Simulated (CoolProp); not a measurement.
The fluid at 345.41 K and 1.01 MPa (liquid) is heated at constant pressure to 485 K. The same conditions are run with several fluids, on thermodynamics alone (safety and materials aside).

Model: reference Helmholtz-energy equation of state of each fluid (R11: Jacobsen 1992; isohexane: Lemmon 2006; n-hexane: Thol 2019), in CoolProp.

| fluid | heat (kJ/kg) | final density (kg/m³) |
|---|---|---|
| R11 | ? | ? |
| isohexane | ? | ? |
| n-hexane | ? | ? |

**Question.** Fill in the missing entries.

**Answer.** 
- R11, heat (kJ/kg): 251
- R11, final density (kg/m³): 37.1
- isohexane, heat (kJ/kg): 604
- isohexane, final density (kg/m³): 25.1
- n-hexane, heat (kJ/kg): 618
- n-hexane, final density (kg/m³): 25.5
